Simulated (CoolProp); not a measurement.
Saturation properties of o-xylene (Tc = 357.1 °C, pc = 3.737 MPa, ω = 0.312).

Computed with CoolProp (reference Helmholtz-energy equation of state, Zhou 2012).

```json
[
 {"T (°C)": "151.15", "p (MPa)": "0.1208", "vapour density (kg/m³)": "3.842", "liquid conductivity (mW/(m K))": "99.1"},
 {"T (°C)": "168.65", "p (MPa)": "0.1850", "vapour density (kg/m³)": "5.754", "liquid conductivity (mW/(m K))": "95.2"},
 {"T (°C)": "186.15", "p (MPa)": "0.2728", "vapour density (kg/m³)": "8.348", "liquid conductivity (mW/(m K))": "91.5"},
 {"T (°C)": "203.65", "p (MPa)": "0.3895", "vapour density (kg/m³)": "11.80", "liquid conductivity (mW/(m K))": "88.0"},
 {"T (°C)": "221.15", "p (MPa)": "0.5408", "vapour density (kg/m³)": "16.32", "liquid conductivity (mW/(m K))": "84.9"},
 {"T (°C)": "238.65", "p (MPa)": "0.7328", "vapour density (kg/m³)": "22.21", "liquid conductivity (mW/(m K))": "82.1"},
 {"T (°C)": "256.15", "p (MPa)": "0.9723", "vapour density (kg/m³)": "29.87", "liquid conductivity (mW/(m K))": "79.7"},
 {"T (°C)": "273.65", "p (MPa)": "1.266", "vapour density (kg/m³)": "39.91", "liquid conductivity (mW/(m K))": "77.6"}
]
```

It boils at 144.4 °C under 1 atm.

Thermal conductivity comes from a separate model (Mylona 2014).
